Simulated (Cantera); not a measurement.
Cantera with NASA thermochemical tables; ideal gases at 1 bar, condensed phases pure. Values are per mole of reaction as written; species without (g) are pure solids or liquids, kept so even where they would boil at 1 bar.

2 N(g) + 3 CuF2(g) = 2 NF3(g) + 3 Cu, with ΔH° = -407.9 kJ and ΔS° = -486.8 J/K at 300 K.

Q: How far is the shortcut ΔG° ≈ ΔH°(300 K) − T·ΔS°(300 K) from the full temperature-dependent value at 900, 950, 1000, 1050, 1100, 1150, 1200, 1250 K?

A: 
| T (K) | shortcut (kJ) | full (kJ) | difference (kJ) | difference in log10 K |
|---|---|---|---|---|
| 900 | 30.2 | 26.8 | 3.4 | -0.20 |
| 950 | 54.6 | 50.4 | 4.2 | -0.23 |
| 1000 | 78.9 | 73.8 | 5.1 | -0.26 |
| 1050 | 103.2 | 97.2 | 6.0 | -0.30 |
| 1100 | 127.6 | 120.5 | 7.1 | -0.34 |
| 1150 | 151.9 | 143.7 | 8.2 | -0.37 |
| 1200 | 176.3 | 166.8 | 9.4 | -0.41 |
| 1250 | 200.6 | 189.9 | 10.8 | -0.45 |
The shortcut ignores the heat-capacity change of the reaction.
